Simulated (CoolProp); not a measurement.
Vapour-liquid equilibrium of ethylene (1) + propylene (2) at 0.696 MPa; x and y are mole fractions of (1).

Model: multi-fluid Helmholtz-energy mixture model, Smukala 2000 and Lemmon 2013; pair parameters Bell 2016, in CoolProp.

| x | bubble temperature (K) | y at the bubble point | dew temperature at overall composition x (K) | liquid density (mol/L) |
|---|---|---|---|---|
| 0.05 | 271.5 | (withheld) | 277.5 | 13.13 |
| 0.15 | 258.2 | 0.516 | 274.0 | (withheld) |
| 0.25 | 247.6 | 0.695 | 270.2 | (withheld) |
| 0.35 | (withheld) | 0.802 | 266.1 | 14.96 |
| 0.45 | 232.5 | 0.868 | 261.5 | 15.47 |
| 0.55 | 227.1 | 0.911 | 256.5 | 15.95 |
| 0.65 | 222.6 | 0.941 | (withheld) | 16.41 |
| 0.75 | (withheld) | 0.963 | 243.5 | 16.85 |
| 0.85 | 215.4 | 0.980 | 234.4 | 17.29 |
| 0.95 | 212.4 | 0.994 | 221.2 | 17.71 |

Question: Complete the blanks.

Answer: 
- 0.05, y at the bubble point: 0.215
- 0.15, liquid density (mol/L): 13.80
- 0.25, liquid density (mol/L): 14.41
- 0.35, bubble temperature (K): 239.2
- 0.65, dew temperature at overall composition x (K): 250.6
- 0.75, bubble temperature (K): 218.8

No azeotrope shows between x = 0.05 and 0.95.

The pair parameters rest on a limited set of measurements; away from them the model extrapolates.
